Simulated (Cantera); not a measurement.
Cantera run, input and output.

```python
import numpy as np
import cantera as ct

gas = ct.Solution("gri30.yaml")


def delay(T, t_max=10):
    gas.TPX = T, 840000, {'CH4': 1, 'C2H6': 0.21, 'O2': 4.48, 'N2': 19.3}
    reactor = ct.IdealGasConstPressureReactor(gas, clone=False)
    net = ct.ReactorNet([reactor])
    net.rtol, net.atol = 1e-8, 1e-16
    while net.time < t_max:
        t_old, T_old = net.time, reactor.T
        net.step()
        if reactor.T > T + 400:  # ignition: a rise of 400 K
            return t_old + (T + 400 - T_old) / (reactor.T - T_old) * (net.time - t_old)
    return np.nan


taus = []
for T in [1250, 1325, 1400, 1475, 1550, 1625, 1700]:
    taus.append(delay(T))
    print(f"T0 = {T:6g} K   tau = {taus[-1]:.4e} s")
```

Result:

```
T0 =   1250 K   tau = 4.8353e-04 s
T0 =   1325 K   tau = 1.9467e-04 s
T0 =   1400 K   tau = 9.1402e-05 s
T0 =   1475 K   tau = 4.7939e-05 s
T0 =   1550 K   tau = 2.7113e-05 s
T0 =   1625 K   tau = 1.6198e-05 s
T0 =   1700 K   tau = 1.0135e-05 s
```

Cantera simulation using GRI-Mech 3.0 (53 species, 325 reactions); the numbers are that mechanism's predictions, not measurements.
